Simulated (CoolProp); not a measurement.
Vapour pressure (MPa) of C2F6 (R116): the reference equation beside estimates from Tc = 19.9 °C, pc = 3.048 MPa, ω = 0.257. Clausius-Clapeyron is anchored at -78.15 °C with a constant enthalpy of vaporisation of 16.15 kJ/mol.

The numbers come from the reference Helmholtz-energy equation of state, Lemmon 2006 in CoolProp. It is a short technical equation, of lower accuracy than the large ones.

| T (°C) | reference | Lee-Kesler | Clausius-Clapeyron | van der Waals | Redlich-Kwong | Soave-Redlich-Kwong | Peng-Robinson |
|---|---|---|---|---|---|---|---|
| -92.35 | 0.04387 | 0.04316 | 0.04620 | 0.3105 | 0.08319 | 0.04342 | 0.04413 |
| -89.55 | 0.05233 | 0.05161 | 0.05442 | 0.3384 | 0.09696 | 0.05185 | 0.05254 |
| -86.65 | 0.06241 | 0.06170 | 0.06415 | 0.3691 | 0.1130 | 0.06191 | 0.06256 |
| -83.85 | 0.07354 | 0.07286 | 0.07484 | 0.4004 | 0.1302 | 0.07303 | 0.07361 |
| -80.95 | 0.08667 | 0.08603 | 0.08737 | 0.4347 | 0.1501 | 0.08616 | 0.08663 |
| -78.15 | 0.1010 | 0.1005 | 0.1010 | 0.4695 | 0.1713 | 0.1005 | 0.1009 |
| -75.25 | 0.1177 | 0.1173 | 0.1169 | 0.5076 | 0.1955 | 0.1173 | 0.1175 |
| -72.45 | 0.1359 | 0.1356 | 0.1340 | 0.5462 | 0.2211 | 0.1355 | 0.1354 |
| -69.55 | 0.1569 | 0.1567 | 0.1538 | 0.5881 | 0.2502 | 0.1567 | 0.1563 |
| -66.75 | 0.1794 | 0.1795 | 0.1751 | 0.6306 | 0.2808 | 0.1794 | 0.1786 |
| -63.95 | 0.2043 | 0.2047 | 0.1986 | 0.6750 | 0.3140 | 0.2045 | 0.2034 |
| -61.05 | 0.2329 | 0.2335 | 0.2255 | 0.7231 | 0.3512 | 0.2334 | 0.2318 |

Absolute difference from the reference over all 12 rows, mean and median: Lee-Kesler 0.6 and 0.4 %, Clausius-Clapeyron 2.3 and 2.2 %, van der Waals 371.4 and 348.1 %, Redlich-Kwong 68.8 and 67.9 %, Soave-Redlich-Kwong 0.5 and 0.4 %, Peng-Robinson 0.3 and 0.4 %.
